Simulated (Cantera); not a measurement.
Input: 1 mol SiO₂, 0.016 mol Si, 0.19 mol H₂, at 4.50 Torr.

These are equilibrium values from Cantera (NASA tables, ideal gas, pure condensed phases), not measurements of a reactor. Candidate condensed phases: H₂O, Si, SiO₂; 18 gas species. The tables hold silica as quartz up to 1696 K and as liquid above; real silica turns to tridymite and cristobalite and melts near 1996 K. Kinetics and transport are ignored.

**Question.** Which condensed phases are stable at each of these points (T (K)): 1823, 1873, 1923, 1973, 2023, 2073, 2123, 2173, 2223, 2273?

**Answer.** 
```
T (K)  condensed phases  Si condensed (%)
-----  ----------------  ----------------
1823    SiO₂(condensed)              96.8
1873    SiO₂(condensed)              96.7
1923    SiO₂(condensed)              96.5
1973    SiO₂(condensed)              96.0
2023            SiO₂(l)              95.4
2073            SiO₂(l)              94.3
2123            SiO₂(l)              92.9
2173            SiO₂(l)              91.1
2223            SiO₂(l)              89.0
2273            SiO₂(l)              86.6
```

From 1823 K to 1973 K the condensed part is SiO₂(condensed). From 2023 K to 2273 K the condensed part is SiO₂(l).
